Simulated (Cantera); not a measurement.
An isothermal, constant-pressure homogeneous reactor starts with CH₄ : H₂O : H₂ = 1 : 0.43 : 1.8 (molar parts), at 1550 K and 0.128 atm.

Cantera simulation using GRI-Mech 3.0 (53 species, 325 reactions); the numbers are that mechanism's predictions, not measurements. GRI-Mech 3.0 stops at C3 and has no aromatics, soot or wall deposition, so with more carbon than oxygen in the feed, carbon stays in small species such as C2H2 where larger ones or solid carbon would form.

Question: Predict: x(CH₄) at 100 s; x(H₂O) at 100 s; x(H₂) at 100 s; x(OH) at 100 s; x(HCO) at 100 s.

Answer: 
```
Property                                          Result
---------------  ---------------------------------------
x(CH₄) at 100 s    0.0133 (gas-phase equilibrium 0.0118)
x(H₂O) at 100 s  0.00853 (gas-phase equilibrium 1.91e-7)
x(H₂) at 100 s       0.832 (gas-phase equilibrium 0.839)
x(OH) at 100 s    2.75e-8 (gas-phase equilibrium <1e-12)
x(HCO) at 100 s  1.18e-9 (gas-phase equilibrium 1.30e-9)
```
